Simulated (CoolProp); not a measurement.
Vapour-liquid equilibrium of C2F6 (R116) (1) + propylene (2) at 0.822 MPa; x and y are mole fractions of (1).

The numbers come from the multi-fluid Helmholtz-energy mixture model, Lemmon 2006 and Lemmon 2013; pair parameters Bell 2016 in CoolProp.

```tsv
x	bubble temperature (°C)	y at the bubble point	dew temperature at overall composition x (°C)	liquid density (mol/L)
0.05	…	0.336	10.0	12.75
0.2	-20.9	0.648	…	12.49
0.35	-24.8	…	-3.4	11.82
0.5	-26.2	0.732	-11.5	…
0.65	-27.4	0.766	-21.1	10.62
0.8	-28.3	0.827	-28.0	…
0.95	-28.2	0.941	…	9.860
```

What belongs in the gaps?


- 0.05, bubble temperature (°C): -2.7
- 0.2, dew temperature at overall composition x (°C): 3.6
- 0.35, y at the bubble point: 0.705
- 0.5, liquid density (mol/L): 11.17
- 0.8, liquid density (mol/L): 10.20
- 0.95, dew temperature at overall composition x (°C): -28.1

y crosses x between x = 0.8 and 0.95: the model has an azeotrope there.

Pair parameters are fitted to limited data, so mixtures are less certain than the pure fluids. With so large a gap from Raoult's law the liquid may split in two, which this calculation doesn't test in full.
